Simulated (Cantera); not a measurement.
Charge: 1 mol BN, 14 mol O₂, 1.7 mol H₂, at 1373 K and 9.00 Torr.

These are equilibrium values from Cantera (NASA tables, ideal gas, pure condensed phases), not measurements of a reactor. Candidate condensed phases: B, BN, B₂O₃, B₃O₃H₃, H₂O; 39 gas species. Gases not in the tables: H₃BO₃. Rates play no part.

Base state: O₂ 0.840, H₂O 0.105, N₂ 0.0338, HBO₂ 0.0208, NO 0.000257, B₂O₃ 0.000104, OH 0.000102, BO₂ 2.54e-5 (mole fractions); condensed: B₂O₃(l).

Q: What changes in the equilibrium state with this change: BN replaced by AlN?

A: 
```tsv
species	before	after
O₂	0.840	0.849
H₂O	0.105	0.116
N₂	0.0338	0.0341
HBO₂	0.0208	0
B₂O₃	0.000104	0
BO₂	2.54e-5	0
(HBO₂)₃	2.44e-5	0
OH	0.000102	0.000108
B₂O₃(l), mol	0.344	0
Al₂O₃(s), mol	0	0.500
```
Further candidate phases: Al, AlN, Al₂O₃.

Q: What changes in the equilibrium state with this change: temperature from 1373 K to 2048 K?

A: 
```tsv
species	before	after
O₂	0.840	0.804
H₂O	0.105	0.0807
HBO₂	0.0208	0.0509
N₂	0.0338	0.0311
(HBO₂)₃	2.44e-5	<1e-9
H	1.69e-8	0.000376
BO	<1e-9	2.15e-5
O	5.16e-6	0.00785
H₂	3.09e-7	0.000338
B₂O₃(l), mol	0.344	0
```
